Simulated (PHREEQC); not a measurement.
Synthetic water in mg/L, 25 °C, pH 2.66, pe 10.4:

```tsv
constituent	mg/L
Na	2010
K	67.1
Ca	61.5
Mg	1.1
Cl	699
S(6) as SO4	3790
B	1.14
Cd	242
F	5.7
```

Valence states are taken as typed.

Equilibrium calculation in PHREEQC: ion-association model, phreeqc.dat.

Each row changes one thing in this solution. Precipitation was switched off in this run.

```tsv
case	ionic strength (mol/kgw)	Na+ (mol/kgw)	SO4-2 (mol/kgw)	NaSO4- (mol/kgw)	HSO4- (mol/kgw)	K+ (mol/kgw)	SI of Gypsum (CaSO4:2H2O)	SI of Fluorite (CaF2)
as made	0.122	0.0836	0.0304	0.00442	0.00292	0.00161	-0.87	-1.23
Cd from 242 to 726 mg/L	0.122	0.0839	0.0285	0.00417	0.00274	0.00162	(withheld)	-1.22
Ca from 61.5 to 123 mg/L	0.123	0.0837	(withheld)	(withheld)	0.00287	0.00161	(withheld)	-0.93
all concentrations times 2 at the same typed pH	0.236	0.164	0.0576	0.0131	0.00455	0.00314	-0.51	-0.45
```

**Question.** Complete the blanks.

**Answer.** 
- Cd from 242 to 726 mg/L, SI of Gypsum (CaSO4:2H2O): -0.88
- Ca from 61.5 to 123 mg/L, SO4-2 (mol/kgw): 0.0299
- Ca from 61.5 to 123 mg/L, NaSO4- (mol/kgw): 0.00435
- Ca from 61.5 to 123 mg/L, SI of Gypsum (CaSO4:2H2O): -0.57

Real BF4- forms and hydrolyses slowly; the run takes it at equilibrium.
